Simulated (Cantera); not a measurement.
What does this Cantera script print?

```python
import numpy as np
import cantera as ct

gas = ct.Solution("gri30.yaml")


def delay(T, t_max=10):
    gas.TPX = T, 1000000, {'C3H8': 1, 'O2': 2.38, 'N2': 8.95, 'H2O': 0.71}
    reactor = ct.IdealGasConstPressureReactor(gas, clone=False)
    net = ct.ReactorNet([reactor])
    net.rtol, net.atol = 1e-8, 1e-16
    while net.time < t_max:
        t_old, T_old = net.time, reactor.T
        net.step()
        if reactor.T > T + 400:  # ignition: a rise of 400 K
            return t_old + (T + 400 - T_old) / (reactor.T - T_old) * (net.time - t_old)
    return np.nan


taus = []
for T in [1300, 1350, 1400, 1450, 1500, 1550, 1600, 1650, 1700]:
    taus.append(delay(T))
    print(f"T0 = {T:6g} K   tau = {taus[-1]:.4e} s")
```

Output:

```
T0 =   1300 K   tau = 3.3586e-04 s
T0 =   1350 K   tau = 1.5524e-04 s
T0 =   1400 K   tau = 7.6928e-05 s
T0 =   1450 K   tau = 4.0929e-05 s
T0 =   1500 K   tau = 2.3326e-05 s
T0 =   1550 K   tau = 1.4176e-05 s
T0 =   1600 K   tau = 9.1381e-06 s
T0 =   1650 K   tau = 6.2113e-06 s
T0 =   1700 K   tau = 4.4258e-06 s
```

Detailed kinetics in Cantera: GRI-Mech 3.0 (53 species, 325 reactions). GRI-Mech 3.0 was tuned for natural gas; its chemistry of propane as a main component is partial and can be far from experiment.
